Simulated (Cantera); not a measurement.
Input: 1 mol Si3N4, 0.31 mol CO2, 38 mol N2, 0.042 mol H2O, at 1825 K and 0.000230 bar.

Cantera equilibrium calculation (NASA polynomials, part measured and part estimated; ideal gas, pure solids and liquids). Candidate condensed phases: C, C6H6, C7H8, C8H18, H2O, Si, SiC, SiO2, Si2N2O, Si3N4; 151 gas species. Mutual solubility and eutectic melting of coexisting phases are not modelled. The tables' values for SiN are old estimates; treat these amounts as uncertain. Kinetics and transport are ignored.

What is the equilibrium state?


```json
{
 "x(N2)": "0.962",
 "x(Si)": "0.0198",
 "x(SiO)": "0.0142",
 "x(CO)": "0.00173",
 "x(H)": "0.000733",
 "x(H2)": "0.000637",
 "x(Si2C)": "0.000239",
 "x(Si2N)": "0.000190",
 "x(Si2)": "0.000129",
 "n(Si(l))": "1.30 mol",
 "n(SiC(s))": "0.228 mol",
 "gas_amount": "41.56 mol",
 "log10 activity of C(graphite) (absent)": "-1.57"
}
```
